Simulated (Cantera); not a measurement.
A perfectly stirred reactor is fed with CH₄ : H₂O = 1 : 4.2 (molar parts), at 4350 Torr; it is held at 2125 K, and followed from long to short residence time.

Model: GRI-Mech 3.0 (53 species, 325 reactions), integrated in Cantera.

### Question
Predict: x(CH₄) at τ = 12.0 s; x(H₂O) at τ = 12.0 s; x(CH₂) at τ = 12.0 s; x(H₂) at τ = 12.0 s; x(CH₄) at τ = 0.150 s; x(H₂O) at τ = 0.150 s; x(CH₂) at τ = 0.150 s; x(H₂) at τ = 0.150 s.

### Answer
| Property | Value |
|---|---|
| x(CH₄) at τ = 12.0 s | 8.38e-6 |
| x(H₂O) at τ = 12.0 s | 0.422 |
| x(CH₂) at τ = 12.0 s | 1.11e-9 |
| x(H₂) at τ = 12.0 s | 0.438 |
| x(CH₄) at τ = 0.150 s | 0.000651 |
| x(H₂O) at τ = 0.150 s | 0.423 |
| x(CH₂) at τ = 0.150 s | 8.53e-8 |
| x(H₂) at τ = 0.150 s | 0.437 |
